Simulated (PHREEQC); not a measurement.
Make-up at 20 °C: 0.013 mol HCl, 0.019 mol CaCl2 and 0.045 mol CuCl2 per kg of water. Closed to the air; pH follows from the charge balance.

Equilibrium calculation in PHREEQC: ion-association model, wateq4f.dat.

The pH is 1.98 and the ionic strength is 0.197 mol/kgw. The total alkalinity is -13.0 meq/kg.

```csv
species,molality,activity,log γ
Cl-,0.137,0.0978,-0.146
Cu+2,0.0410,0.0136,-0.479
Ca+2,0.0190,0.00619,-0.487
H+,0.0130,0.0104,-0.097
CuCl+,0.00387,0.00279,-0.142
CuCl2,0.000133,0.000139,0.020
CuCl3-,6.10e-8,4.40e-8,-0.142
CuOH+,1.81e-8,1.30e-8,-0.142
```

This is a speciation only: nothing precipitates in the calculation.
